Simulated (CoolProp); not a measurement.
Ethanol at several states: density (kg/m³) from the reference equation and from simpler models built on Tc = 241.6 °C, pc = 62.68 bar, ω = 0.644; each cubic takes its own stable root.

Model: reference Helmholtz-energy equation of state, Schroeder 2014, in CoolProp.

```json
[
 {"T (°C)": "250.55", "p (bar)": "0.12", "phase": "gas", "reference": "0.1270", "Soave-Redlich-Kwong": "0.1270", "Peng-Robinson": "0.1270"},
 {"T (°C)": "-51.95", "p (bar)": "0.231", "phase": "liquid", "reference": "850.7", "Soave-Redlich-Kwong": "714.9", "Peng-Robinson": "800.5"},
 {"T (°C)": "174.65", "p (bar)": "39", "phase": "liquid", "reference": "616.0", "Soave-Redlich-Kwong": "494.7", "Peng-Robinson": "560.1"}
]
```
